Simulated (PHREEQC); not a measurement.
0.03 g of hydrous ferric oxide (600 m²/g; 0.2 weak and 0.005 strong sites per Fe, Dzombak-Morel constants, diffuse double layer) in 1 kg of water with 0.01 mol/kgw of an inert sodium salt and 0.026 mmol/kgw CuCl2 and 0.00012 mmol/kgw H3BO3, at 25 °C; the pH is set by adding NaOH or the inert anion's acid. O2 is buffered at 0.21 atm. No CO2 enters from the air. No solid was allowed to form.

Base run: PHREEQC, ion-association model, wateq4f.dat. Each further column changes one thing. The table gives Cu sorbed (%).

```tsv
pH	base	no electrostatic term (-no_edl)	background salt from 0.01 to 0.001 mol/kgw	oxide from 0.03 to 0.15 g/kgw	6.8e-05 mol/kgw NaH2PO4 added
4	0.3	0.5	0.2	[?]	0.4
4.38	1.3	2.3	1.0	6.1	[?]
5.12	9.2	18.3	8.0	37.5	9.7
5.5	20.9	47.0	18.1	64.4	[?]
5.88	42.1	79.8	37.4	87.1	[?]
6.62	79.9	98.6	75.8	99.0	94.1
7	87.4	99.4	84.2	99.6	97.9
7.38	88.8	99.4	86.3	99.7	98.7
8.12	87.2	98.1	86.1	99.7	98.5
8.5	86.4	95.2	85.8	99.7	97.8
8.88	85.6	86.8	85.5	99.7	96.3
9.62	83.8	35.9	84.9	99.6	89.0
10	82.5	14.0	84.4	99.6	84.4
```

What belongs in the gaps?


- 4, oxide from 0.03 to 0.15 g/kgw: 1.5
- 4.38, 6.8e-05 mol/kgw NaH2PO4 added: 1.9
- 5.5, 6.8e-05 mol/kgw NaH2PO4 added: 24.1
- 5.88, 6.8e-05 mol/kgw NaH2PO4 added: 54.0

The database's constant for dissolved Cu(OH)2 is higher than later reviews accept. In at least one series the solution becomes supersaturated in solids that the run did not let form, among them Cu(OH)2. H3PO4, which wateq4f.dat lacks, is added to it with the constant of phreeqc.dat. The database has no phosphate complexes of Cu.
